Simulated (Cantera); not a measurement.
## Thermodynamics of hydrogen reduction and annealing atmospheres, feed V2O3 + H2 + N2

Charge: 1 mol V2O3, 2100 mol H2, 59 mol N2, equilibrated at 13300 Pa.

Cantera equilibrium calculation (NASA polynomials, part measured and part estimated; ideal gas, pure solids and liquids). Candidate condensed phases: H2O, V, VN, VO, V2O3, V2O4, V2O5; 28 gas species. Mutual solubility and eutectic melting of coexisting phases are not modelled. VN, VO: taken at fixed stoichiometry. Condensed phases not in the tables: solid solutions among these carbides, nitrides and lower oxides, V2N. Rates play no part.

At 1398 K the condensed part is VN(s). From 1473 K to 1923 K the condensed part is VN(s) + VO(s). At 1998 K the condensed part is VO(s).

| T (K) | x H2 | x N2 | x H | x H2O | x VO | x V | x NH3 | x VO2 | n VN(s) | n VO(s) |
|---|---|---|---|---|---|---|---|---|---|---|
| 1398 | 0.972 | 0.0269 | 1.28e-5 | 0.00139 | 1.74e-11 | <1e-12 | 1.80e-6 | 9.37e-11 | 2.00 | 0 |
| 1473 | 0.972 | 0.0270 | 3.42e-5 | 0.00117 | 1.82e-10 | 2.62e-12 | 1.41e-6 | 5.13e-10 | 1.53 | 0.472 |
| 1548 | 0.972 | 0.0271 | 8.31e-5 | 0.000990 | 1.49e-9 | 4.50e-11 | 1.13e-6 | 2.32e-9 | 1.14 | 0.862 |
| 1623 | 0.972 | 0.0271 | 0.000187 | 0.000848 | 9.97e-9 | 5.92e-10 | 9.25e-7 | 8.99e-9 | 0.830 | 1.17 |
| 1698 | 0.972 | 0.0272 | 0.000390 | 0.000733 | 5.59e-8 | 6.18e-9 | 7.70e-7 | 3.07e-8 | 0.583 | 1.42 |
| 1773 | 0.971 | 0.0272 | 0.000768 | 0.000640 | 2.69e-7 | 5.27e-8 | 6.51e-7 | 9.33e-8 | 0.383 | 1.62 |
| 1848 | 0.971 | 0.0273 | 0.00143 | 0.000563 | 1.13e-6 | 3.76e-7 | 5.57e-7 | 2.57e-7 | 0.217 | 1.78 |
| 1923 | 0.970 | 0.0273 | 0.00254 | 0.000499 | 4.21e-6 | 2.29e-6 | 4.83e-7 | 6.49e-7 | 0.0762 | 1.91 |
| 1998 | 0.968 | 0.0273 | 0.00432 | 0.000472 | 1.41e-5 | 1.15e-5 | 4.23e-7 | 1.61e-6 | 0 | 1.94 |
x: gas mole fraction; n: condensed amount in mol.
